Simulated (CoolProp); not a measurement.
Properties of R124 along the isotherm 470 K (Tc = 395.4 K, pc = 3624 kPa, ω = 0.288).

Model: reference Helmholtz-energy equation of state, de Vries 1995, in CoolProp.

| p (kPa) | phase | density (kg/m³) | cv (kJ/(kg K)) | speed of sound (m/s) | fugacity coefficient |
|---|---|---|---|---|---|
| 129 | gas | 4.536 | 0.8897 | 173.9 | 0.9933 |
| 259 | gas | 9.170 | 0.8909 | 172.9 | 0.9865 |
| 388 | gas | 13.83 | 0.8922 | 171.9 | 0.9799 |
| 518 | gas | 18.60 | 0.8935 | 170.9 | 0.9732 |
| 647 | gas | 23.40 | 0.8947 | 169.9 | 0.9666 |
| 777 | gas | 28.30 | 0.8961 | 168.9 | 0.9600 |
| 906 | gas | 33.24 | 0.8974 | 167.9 | 0.9534 |
| 1040 | gas | 38.45 | 0.8988 | 166.8 | 0.9467 |
| 1170 | gas | 43.58 | 0.9001 | 165.8 | 0.9401 |
| 1290 | gas | 48.38 | 0.9014 | 164.9 | 0.9341 |
| 1420 | gas | 53.67 | 0.9028 | 163.8 | 0.9277 |
| 1550 | gas | 59.04 | 0.9042 | 162.8 | 0.9212 |
| 1680 | gas | 64.49 | 0.9056 | 161.8 | 0.9148 |
| 1810 | gas | 70.04 | 0.9070 | 160.8 | 0.9085 |
